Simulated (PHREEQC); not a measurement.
## Hard or scaling water: speciation

A solution holds 0.00024 mol CaSO4, 0.00039 mol Na2CO3 and 0.28 mol MgSO4 per kg of water, at 30 °C. Closed to the air; pH follows from the charge balance.

Equilibrium calculation in PHREEQC: Pitzer model, pitzer.dat.

The pH is 8.90. The ionic strength comes out as 1.12 mol/kgw. The density is 1.029 g/cm³ and the osmotic coefficient comes out as 0.545. The total alkalinity is 0.780 meq/kg.

```tsv
species	molality	activity	log γ
SO4-2	0.280	0.0201	-1.145
Mg+2	0.280	0.0401	-0.844
Na+	0.000780	0.000510	-0.185
Ca+2	0.000240	2.63e-5	-0.960
HCO3-	0.000174	8.55e-5	-0.309
MgOH+	0.000143	7.57e-5	-0.277
MgCO3	0.000125	0.000125	0.000
CO3-2	9.05e-5	3.43e-6	-1.422
OH-	3.14e-5	1.16e-5	-0.431
CO2	1.94e-7	2.24e-7	0.063
HSO4-	4.34e-9	2.76e-9	-0.196
```

No solid was allowed to form. Saturation is exceeded, for instance for Magnesite (slow to form); the values hold only as long as no solid forms. Complexes and solids missing from the database can't appear. In brines, pH and single-ion activities rest on the MacInnes convention.
